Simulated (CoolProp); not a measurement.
CF4 (R14) at 298.15 K and 1.65 MPa is throttled through a valve to 0.961 MPa with no heat exchange. Each further row changes one setting.

The numbers come from the reference Helmholtz-energy equation of state, Platzer 1990 in CoolProp. This equation is an older, rougher fit.

```csv
case,temperature change (K),final density (kg/m³)
as stated,-3.8,35.9
outlet pressure 0.288 MPa,-7.7,10.6
outlet pressure 1.25 MPa,-2.2,46.9
```
